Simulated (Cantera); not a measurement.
**Silicon oxide and oxynitride deposition: Si2H6 + H2O + H2 + N2O**

A closed system holds: 1 mol Si2H6, 3.4 mol H2O, 8.4 mol H2, 0.51 mol N2O, equilibrated at 1.50 mbar.

Equilibrium computed with Cantera from the NASA thermochemical tables; the gas is ideal and each condensed phase is pure. Candidate condensed phases: H2O, Si, SiO2, Si2N2O, Si3N4; 35 gas species. The feed counts by its element totals alone. Mutual solubility and eutectic melting of coexisting phases are not modelled. The tables hold silica as quartz up to 1696 K and as liquid above; real silica turns to tridymite and cristobalite and melts near 1996 K. Equilibrium is a limit: real reactors are often held back by kinetics, nucleation or transport.

```
T (K)   x H2    x N2     x SiO       x H     x H2O    x NH3      x OH    x SiO2  n SiO2(β-quartz)  n Si2N2O(s)
-----  -----  ------  --------  --------  --------  -------  --------  --------  ----------------  -----------
848    0.969  0.0314    <1e-12  4.84e-10   2.09e-6  4.79e-7    <1e-12    <1e-12              1.94       0.0300
948    0.969  0.0314  2.16e-12   1.33e-8   3.96e-6  2.12e-7    <1e-12    <1e-12              1.94       0.0300
1048   0.969  0.0314   1.04e-9   1.96e-7   6.59e-6  1.09e-7    <1e-12    <1e-12              1.94       0.0300
1148   0.969  0.0314   1.67e-7   1.82e-6   9.97e-6  6.24e-8    <1e-12    <1e-12              1.94       0.0301
1248   0.969  0.0314   1.18e-5   1.19e-5   1.41e-5  3.90e-8  1.76e-12    <1e-12              1.94       0.0300
1348   0.968  0.0315  0.000435   5.88e-5   1.88e-5  2.61e-8  1.84e-11  6.72e-12              1.94       0.0279
1448   0.961  0.0331   0.00588  0.000233   3.92e-5  1.87e-8  2.27e-10  2.59e-10              1.91            0
1548   0.959  0.0331   0.00649  0.000779  0.000648  1.38e-8   1.76e-8   6.19e-9              1.90            0
```
x: gas mole fraction; n: condensed amount in mol.

From 848 K to 1348 K the condensed part is SiO2(β-quartz) + Si2N2O(s). From 1448 K to 1548 K the condensed part is SiO2(β-quartz).
